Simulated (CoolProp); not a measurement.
Computed with CoolProp (reference Helmholtz-energy equation of state, Span 1996).

Give the vapour pressure (MPa), enthalpy of vaporisation (kJ/kg), vapour Z, vapour viscosity (µPa s) of saturated carbon dioxide at 235, 237.7, 262.4 K.


```json
[
 {"T (K)": "235", "p (MPa)": "1.07", "enthalpy of vaporisation (kJ/kg)": "319", "vapour Z": "0.867", "vapour viscosity (µPa s)": "11.8"},
 {"T (K)": "237.7", "p (MPa)": "1.18", "enthalpy of vaporisation (kJ/kg)": "314", "vapour Z": "0.858", "vapour viscosity (µPa s)": "12.0"},
 {"T (K)": "262.4", "p (MPa)": "2.59", "enthalpy of vaporisation (kJ/kg)": "261", "vapour Z": "0.752", "vapour viscosity (µPa s)": "13.6"}
]
```

Viscosity comes from a separate model (Laesecke 2017).
